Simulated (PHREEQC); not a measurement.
A solution holds 4 mmol/kgw HF, 1.9 mmol/kgw ZnSO4 and 0.93 mmol/kgw MnSO4, at 25 °C. It is in equilibrium with CO2 at log p = 0 (atm). Otherwise closed; pH follows from the charge balance.

The numbers come from PHREEQC with the ion-association model, phreeqc.dat.

```csv
quantity,before,after
pH,2.91,2.90
ionic strength (mol/kgw),0.0105,0.00826
HF (mol/kgw),0.00246,0.00249
SO4-2 (mol/kgw),0.00216,0.00162
F- (mol/kgw),0.00148,0.00146
SI of Rhodochrosite (MnCO3),-4.48,-5.16
SI of Pyrochroite (Mn(OH)2),-12.66,-13.34
```

What was changed between the two runs?
A. MnSO4 from 0.00093 to 0.00465 mol/kgw
B. ZnSO4 left out
C. HF from 0.004 to 0.04 mol/kgw
D. MnSO4 from 0.00093 to 0.000186 mol/kgw

D, MnSO4 from 0.00093 to 0.000186 mol/kgw

Precipitation was switched off in this run.
